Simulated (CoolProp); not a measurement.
The numbers come from the reference Helmholtz-energy equation of state, Thol 2015 in CoolProp.

Problem. Give the vapour pressure (MPa), liquid density (kg/m³), vapour density (kg/m³), liquid cp (kJ/(kg K)) of saturated octamethylcyclotetrasiloxane (D4) at 551.2 K.

Solution. 
| T (K) | p (MPa) | liquid density (kg/m³) | vapour density (kg/m³) | liquid cp (kJ/(kg K)) |
|---|---|---|---|---|
| 551.2 | 0.779 | 577 | 78.4 | 2.41 |
